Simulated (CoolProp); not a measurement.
Computed with CoolProp (reference Helmholtz-energy equation of state, Span 1996).

Give the vapour pressure (kPa), liquid density (kg/m³), vapour density (kg/m³), enthalpy of vaporisation (kJ/kg) of saturated carbon dioxide at -38.75, -6.05 °C.


```json
[
 {"T (°C)": "-38.75", "p (kPa)": "1050", "liquid density (kg/m³)": "1110", "vapour density (kg/m³)": "27.3", "enthalpy of vaporisation (kJ/kg)": "320"},
 {"T (°C)": "-6.05", "p (kPa)": "2960", "liquid density (kg/m³)": "962", "vapour density (kg/m³)": "80.6", "enthalpy of vaporisation (kJ/kg)": "248"}
]
```
